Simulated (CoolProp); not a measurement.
Methane at 293.15 K and 0.442 MPa flows at 0.18 m/s in a round tube of 2 mm bore and 45 µm roughness, fully developed (64/Re and Nu = 3.66 if laminar; Colebrook and Gnielinski if turbulent). Each further row changes one setting.

Values from CoolProp's reference Helmholtz-energy equation of state, Setzmann 1991.

```csv
case,Reynolds number,Darcy friction factor,pressure drop (Pa/m),heat-transfer coefficient (W/(m² K)),mass flow (kg/h)
as stated,95.3,0.672,(withheld),61.6,0.00597
velocity 0.36 m/s,191,0.336,31.9,61.6,(withheld)
diameter 4 mm,191,0.336,3.99,(withheld),0.0239
```

### Question
Some entries are withheld; supply them.

### Answer

- as stated, pressure drop (Pa/m): 16.0
- velocity 0.36 m/s, mass flow (kg/h): 0.0119
- diameter 4 mm, heat-transfer coefficient (W/(m² K)): 30.8

Viscosity comes from a separate model (Quiñones-Cisneros 2006). Thermal conductivity comes from a separate model (Friend 1989).
